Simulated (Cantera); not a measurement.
## Carbothermic reduction: CuO + C + CO

Input: 1 mol CuO, a varied amount of C, 0.019 mol CO, held at 2598 K and 130000 Pa.

Equilibrium computed with Cantera from the NASA thermochemical tables; the gas is ideal and each condensed phase is pure. Candidate condensed phases: C, Cu, CuO, Cu₂O; 15 gas species. Rates play no part.

From 0.74 mol C to 0.93 mol C the condensed part is Cu(l). From 1.2 mol C to 7 mol C the condensed part is C(graphite) + Cu(l). The main Cu-bearing gas is Cu throughout.

| n(C) (mol) | x CO | x CO₂ | x Cu | x Cu₂ | x O₂ | x O | x CuO | n Cu(l) | n C(graphite) |
|---|---|---|---|---|---|---|---|---|---|
| 0.74 | 0.505 | 0.259 | 0.230 | 0.00429 | 0.000748 | 0.000553 | 0.000485 | 0.763 | 0 |
| 0.93 | 0.710 | 0.0563 | 0.230 | 0.00429 | 1.79e-5 | 8.55e-5 | 7.50e-5 | 0.705 | 0 |
| 1.2 | 0.766 | 2.27e-6 | 0.230 | 0.00429 | <1e-12 | 3.20e-9 | 2.80e-9 | 0.683 | 0.200 |
| 1.5 | 0.766 | 2.27e-6 | 0.230 | 0.00429 | <1e-12 | 3.20e-9 | 2.80e-9 | 0.683 | 0.500 |
| 1.8 | 0.766 | 2.27e-6 | 0.230 | 0.00429 | <1e-12 | 3.20e-9 | 2.80e-9 | 0.683 | 0.800 |
| 2.3 | 0.766 | 2.27e-6 | 0.230 | 0.00429 | <1e-12 | 3.20e-9 | 2.80e-9 | 0.683 | 1.30 |
| 2.8 | 0.766 | 2.27e-6 | 0.230 | 0.00429 | <1e-12 | 3.20e-9 | 2.80e-9 | 0.683 | 1.80 |
| 3.6 | 0.766 | 2.27e-6 | 0.230 | 0.00429 | <1e-12 | 3.20e-9 | 2.80e-9 | 0.683 | 2.60 |
| 4.5 | 0.766 | 2.27e-6 | 0.230 | 0.00429 | <1e-12 | 3.20e-9 | 2.80e-9 | 0.683 | 3.50 |
| 5.6 | 0.766 | 2.27e-6 | 0.230 | 0.00429 | <1e-12 | 3.20e-9 | 2.80e-9 | 0.683 | 4.60 |
| 7 | 0.766 | 2.27e-6 | 0.230 | 0.00429 | <1e-12 | 3.20e-9 | 2.80e-9 | 0.683 | 6.00 |
x: gas mole fraction; n: condensed amount in mol.
